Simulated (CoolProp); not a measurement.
A closed Brayton cycle with carbon dioxide: compressor inlet 319.15 K and 9.9 MPa, high pressure 28.3 MPa, turbine inlet 855 K, compressor efficiency 0.85, turbine efficiency 0.93, recuperator effectiveness 0 (on enthalpy, no pinch check). Each further row changes one setting.

Values from CoolProp's reference Helmholtz-energy equation of state, Span 1996.

```csv
case,thermal efficiency (%),net work (kJ/kg),compressor to turbine work,compressor exit (K),turbine exit (K)
as stated,[?],110,0.26,374.6,722.1
turbine inlet 805 K,16.4,[?],0.28,374.6,676.8
compressor inlet 329.15 K,16.1,97.2,[?],[?],722.1
high pressure 24.1 MPa,[?],96.3,0.24,[?],[?]
recuperator effectiveness 0.5,23.6,110,0.26,374.6,722.1
```

**Question.** Complete the blanks.

**Answer.** 
- as stated, thermal efficiency (%): 16.3
- turbine inlet 805 K, net work (kJ/kg): 99.8
- compressor inlet 329.15 K, compressor to turbine work: 0.34
- compressor inlet 329.15 K, compressor exit (K): 407.9
- high pressure 24.1 MPa, thermal efficiency (%): 14.1
- high pressure 24.1 MPa, compressor exit (K): 365.7
- high pressure 24.1 MPa, turbine exit (K): 741.8
